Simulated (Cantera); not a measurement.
# Pyrogenic steam for wet oxidation

A perfectly stirred reactor is fed with 14.5 % H2, 8.55 % O2, 76.9 % N2, equivalence ratio 0.85, at 0.100 bar; it is held at 923 K, and followed from long to short residence time.

Model: the H2/O2 subset of GRI-Mech 3.0, which has no nitrogen chemistry, integrated in Cantera. Radical loss at walls, strong at low pressure, is not modelled. Below about 950 K walls govern HO2 and H2O2 in real vessels. The temperature is held fixed by assumption; the heat of reaction is taken as removed at once.

```csv
τ (s),x H2,x O2,x H2O2,x O,x OH,x HO2
2.0,0.00149,0.0146,2.00e-7,4.05e-5,5.30e-5,2.61e-6
0.50,0.00328,0.0155,1.89e-7,9.57e-5,9.19e-5,2.97e-6
0.13,0.00687,0.0174,1.79e-7,0.000210,0.000157,3.42e-6
0.033,0.0142,0.0214,1.76e-7,0.000443,0.000263,4.14e-6
0.0086,0.0278,0.0292,1.79e-7,0.000862,0.000418,5.28e-6
0.0022,0.0529,0.0433,1.78e-7,0.00147,0.000594,6.71e-6
0.00057,0.0981,0.0656,1.23e-7,0.00153,0.000537,7.58e-6
```
x: mole fraction; the columns are a selection and need not sum to one.
